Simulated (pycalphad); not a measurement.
CALPHAD calculation (pycalphad, COST 507 light-alloy database (1999)), 1 atm. The data set is of 1999 and partly superseded. Not assessed as a whole: an extrapolation from subsystems, which can miss ternary compounds. Phase fractions are per mole of atoms.

Give the equilibrium state of Al-1.07Sn-0.28Si (at.%) at 570 K.

fcc, fraction 0.987, with 0.01 Sn, 0.05 Si at.%; liquid, fraction 0.011, with 95.7 Sn, <0.01 Si at.%; diamond (Si), fraction 0.002, with <0.01 Sn, >99.99 Si at.%.

Give the equilibrium state of Al-1.07Sn-0.28Si (at.%) at 690 K.


```
T = 690.00 K, P = 101325 Pa, N = 1 mol of atoms
G = -24574 J/mol, H = 10803 J/mol, S = 51.27 J/(mol K)  (SER reference)
chemical potentials (J/mol): Al -24384, Sn -43901, Si -17685
phase             fraction      x(Al)      x(Sn)      x(Si)
FCC_A1              0.9884     0.9965   0.000633     0.0028
LIQUID              0.0116     0.1346     0.8652   0.000161
```

FCC_A1 is fcc.
